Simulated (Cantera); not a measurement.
A closed system holds: 1 mol BF3, 5.1 mol H2, 1.3 mol N2.

These are equilibrium values from Cantera (NASA tables, ideal gas, pure condensed phases), not measurements of a reactor. Candidate condensed phases: B, BN; 31 gas species. N2 is the only nitrogen source here; it is nearly inert below about 1500 K, so the nitride shown seldom forms there in practice. The tables' values for BF2 are old estimates. Rates play no part.

Q: What condenses at these points (T in °C, P in Pa): (1477, 160); (1027, 25); (1252, 6300); (1327, 25); (727, 100000)?

A: 
| T (°C) | P in Pa | condensed phases | B condensed (%) |
|---|---|---|---|
| 1477 | 160 | gas only | 0.0 |
| 1027 | 25 | BN | 5.7 |
| 1252 | 6300 | BN | 7.1 |
| 1327 | 25 | gas only | 0.0 |
| 727 | 100000 | BN | 3.3 |
